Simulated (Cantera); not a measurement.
Cantera run:

```python
import numpy as np
import cantera as ct

gas_names = """
    N NO NO2 NO3 N2 N2O O O2 O3 Pb PbO Pb2
""".split()
cond_names = """
    Pb(cr) Pb(L) PbO(rd) PbO(yw) PbO(L) PbO2(s) Pb3O4(s)
""".split()


def load(file, names, dense=False):
    # The tables refer to 1 bar. Condensed volumes are neglected.
    table = {s.name: s for s in ct.Species.list_from_file(file)}
    out = []
    for n in names:
        d = dict(table[n].input_data)
        d["thermo"] = dict(d["thermo"], **{"reference-pressure": 1e5})
        if dense:
            d["equation-of-state"] = {"model": "constant-volume", "density": "1e6 g/cm^3"}
        out.append(ct.Species.from_dict(d))
    return out


gas = ct.Solution(thermo="ideal-gas", species=load("nasa_gas.yaml", gas_names))
cond = {s.name: ct.Solution(thermo="fixed-stoichiometry", species=[s], name=s.name)
        for s in load("nasa_condensed.yaml", cond_names, dense=True)}
atoms = {
    'Pb': {'Pb': 1},
    'O2': {'O': 2},
    'N2': {'N': 2},
}
top_T = {'Pb3O4(s)': 820}  # K; cautious upper limits of use, not melting points


def equilibrate(T, P, feed):
    n = {}
    for name, mol in feed.items():
        for a, k in atoms[name].items():
            n[a] = n.get(a, 0.0) + k * mol
    gas.TPX = T, P, n
    mass = sum(n.values()) * gas.mean_molecular_weight
    gas.equilibrate("TP")
    valid = [c for c in cond.values() if c.min_temp <= T <= top_T.get(c.name, c.max_temp)]
    mix = ct.Mixture([(gas, mass / gas.mean_molecular_weight)] + [(c, 0.0) for c in valid])
    mix.T, mix.P = T, P
    mix.equilibrate("TP", solver="vcs", rtol=1e-11, max_steps=5000)
    return mix


results = []
feed = {'Pb': 1, 'O2': 0.2, 'N2': 30}  # mol
P = 20000  # Pa
for T in [475, 550, 625, 700, 775, 850, 925, 1000, 1075, 1150, 1225, 1300, 1375, 1450]:
    mix = equilibrate(T, P, feed)
    results.append((T, P, feed, dict(zip(mix.species_names, mix.species_moles))))

top = {s: max(r[3][s] / sum(r[3][g] for g in gas_names) for r in results) for s in gas_names}
cols = sorted((s for s in top if top[s] > 0.0001), key=lambda s: -top[s])[:8]
seen = [c for c in cond_names if any(r[3].get(c, 0) > 1e-12 for r in results)]
print("log10 of partial pressures in bar; condensed amounts in mol")
print(f"{'T/K':>10s}" + "".join(f"{s[:9]:>10s}" for s in cols + seen))
for T, P, feed, n in results:
    ng = sum(n[g] for g in gas_names)
    print(f"{T:10.4g}" + "".join(f"{np.log10(max(n[s] / ng * P / 1e5, 1e-99)):10.3f}" for s in cols)
          + "".join(f"{n.get(c, 0):10.4g}" for c in seen))
```

Output:

```
log10 of partial pressures in bar; condensed amounts in mol
       T/K        N2        Pb       PbO    Pb(cr)     Pb(L)   PbO(rd)   PbO(yw)    PbO(L)
       475    -0.699   -15.721   -22.857       0.6         0       0.4         0         0
       550    -0.699   -12.816   -18.564       0.6         0       0.4         0         0
       625    -0.699   -10.632   -15.318         0       0.6       0.4         0         0
       700    -0.699    -8.953   -12.781         0       0.6       0.4         0         0
       775    -0.699    -7.604   -10.746         0       0.6         0       0.4         0
       850    -0.699    -6.497    -9.080         0       0.6         0       0.4         0
       925    -0.699    -5.573    -7.691         0    0.5996         0       0.4         0
      1000    -0.699    -4.791    -6.516         0    0.5976         0       0.4         0
      1075    -0.699    -4.120    -5.511         0    0.5886         0    0.3995         0
      1150    -0.700    -3.538    -4.643         0    0.5565         0    0.3966         0
      1225    -0.701    -3.029    -3.947         0    0.4591         0         0     0.383
      1300    -0.706    -2.581    -3.346         0    0.2002         0         0    0.3312
      1375    -0.711    -2.410    -2.814         0         0         0         0     0.163
      1450    -0.713    -2.411    -2.590         0         0         0         0         0
```

Method: chemical equilibrium by Gibbs-energy minimisation in Cantera with the NASA 1993 tables (ideal gas, pure condensed phases). Each liquid is taken as pure. Mutual solubility and eutectic melting of coexisting phases are not modelled. Gases not in the tables: (PbO)n polymers.
